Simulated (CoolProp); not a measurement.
Saturated liquid density (kg/m³) of chlorine: the reference equation beside estimates from Tc = 416.9 K, pc = 7.642 MPa, ω = 0.070.

Model: reference Helmholtz-energy equation of state, Thol 2021, in CoolProp.

```csv
T (K),reference,van der Waals,Peng-Robinson
331,1284,811.5,1312
337,1262,…,1284
342.9,1240,783.1,1255
348.9,1216,…,…
354.8,1192,752.2,1192
360.8,1167,735.4,1157
366.7,1140,717.9,1121
372.7,1112,699.1,1082
378.6,…,679.3,1041
384.6,1048,657.5,994.9
390.5,1012,633.9,945.6
396.5,971.4,607.2,889.5
402.4,924.3,576.7,826.0
408.3,865.3,539.3,…
```

Problem. Fill in the missing entries.

Solution. 
- 337, van der Waals: 797.5
- 348.9, van der Waals: 767.9
- 348.9, Peng-Robinson: 1224
- 378.6, reference: 1081
- 408.3, Peng-Robinson: 748.7

Absolute difference from the reference over all 14 rows, mean and median: van der Waals 37.1 and 37.1 %, Peng-Robinson 4.2 and 2.4 %.
